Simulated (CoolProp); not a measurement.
The fluid at 298.15 K and 0.099 MPa expands adiabatically to 0.0129 MPa with isentropic efficiency 0.9. The same conditions are run with several fluids, on thermodynamics alone (safety and materials aside).

The numbers come from the reference Helmholtz-energy equation of state of each fluid (R1233zd(E): Akasaka 2022; R143a: Lemmon and Jacobsen 2000; CF4 (R14): Platzer 1990; R125: Lemmon 2005) in CoolProp. The equations of Platzer and Polt are older, rougher fits.

| fluid | work (kJ/kg) | final temperature (K) | final density (kg/m³) |
|---|---|---|---|
| R1233zd(E) | ___ | 253.0 | 0.807 |
| R143a | ___ | 241.7 | 0.542 |
| CF4 (R14) | ___ | 227.9 | ___ |
| R125 | 34.2 | ___ | 0.744 |

What belongs in the gaps?


- R1233zd(E), work (kJ/kg): 31.2
- R143a, work (kJ/kg): 47.8
- CF4 (R14), work (kJ/kg): 44.6
- CF4 (R14), final density (kg/m³): 0.600
- R125, final temperature (K): 251.3
